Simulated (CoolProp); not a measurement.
Vapour-liquid equilibrium of R114 (1) + R113 (2) at 494 kPa; x and y are mole fractions of (1).

Model: multi-fluid Helmholtz-energy mixture model, Platzer 1990 and Marx 1992; pair parameters Bell 2016, in CoolProp. This equation is an older, rougher fit; its heat capacities, sound speeds and derivatives of the liquid may be far off and weren't checked against measurements.

**Question.** Give the bubble temperature and the first vapour's composition at x = 0.25, 0.55, 0.95. Is there an azeotrope?

**Answer.** x = 0.25: 86.8 °C, y = 0.490; x = 0.55: 70.5 °C, y = 0.791; x = 0.95: 55.3 °C, y = 0.984. No azeotrope shows between x = 0.05 and 0.95.

The pair parameters rest on a limited set of measurements; away from them the model extrapolates.
